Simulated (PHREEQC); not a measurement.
Sulfide liquor

A solution holds 0.192 mmol/kgw NaHS and 120 mmol/kgw FeCl2, at 25 °C. Closed to the air; pH follows from the charge balance.

Model: ion-association model, wateq4f.dat, run in PHREEQC.

Precipitation was switched off in this run.

### Question
What pH, activity of water does the model give?

### Answer
pH 6.04; activity of water 0.994.

### Question
In which forms is S present?

### Answer
Fe(HS)2 91 %, H2S 7.2 %, HS- 1.5 % of the S.

The solution is supersaturated, for example in Mackinawite, FeS(ppt), so a real one may precipitate; this is no full list. The polysulfide entries of wateq4f.dat were taken out for this run.
